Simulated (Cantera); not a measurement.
Source: NASA polynomial tables (part measured, part estimated), evaluated in Cantera. Values are per mole of reaction as written; species without (g) are pure solids or liquids, kept so even where they would boil at 1 bar.

NO2(g) + 2 C → N(g) + 2 CO(g), with ΔH° = 217.5 kJ and ΔS° = 297.1 J/K at 300 K.

Problem. How far is the shortcut ΔG° ≈ ΔH°(300 K) − T·ΔS°(300 K) from the full temperature-dependent value at 1500, 1550, 1600, 1650, 1700, 1750, 1800, 1850 K?

Solution. 
| T (K) | shortcut (kJ) | full (kJ) | difference (kJ) | difference in log10 K |
|---|---|---|---|---|
| 1500 | -228.2 | -235.8 | 7.6 | -0.27 |
| 1550 | -243.1 | -250.8 | 7.7 | -0.26 |
| 1600 | -257.9 | -265.8 | 7.8 | -0.26 |
| 1650 | -272.8 | -280.7 | 7.9 | -0.25 |
| 1700 | -287.6 | -295.6 | 7.9 | -0.24 |
| 1750 | -302.5 | -310.5 | 8.0 | -0.24 |
| 1800 | -317.4 | -325.3 | 8.0 | -0.23 |
| 1850 | -332.2 | -340.2 | 8.0 | -0.22 |
The shortcut ignores the heat-capacity change of the reaction.
